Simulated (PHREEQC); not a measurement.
Solution (20 °C): 0.0057 mol FeCl3, 0.012 mol CuCl2 and 3.2e-05 mol H2SO4 per kg of water. Closed to the air; pH follows from the charge balance.

Equilibrium calculation in PHREEQC: ion-association model, phreeqc.dat.

Precipitation was switched off in this run.

**Question.** What pH, ionic strength, density does the model give?

**Answer.** pH 2.56; ionic strength 0.0632 mol/kgw; density 1.000 g/cm³.

**Question.** In which forms is Cl present?

**Answer.** Cl- 97 %, FeCl+2 1.9 %, CuCl+ 1.1 % of the Cl.

Saturation is exceeded, for instance for Hematite (slow to form), Goethite (slow to form); the values hold only as long as no solid forms.
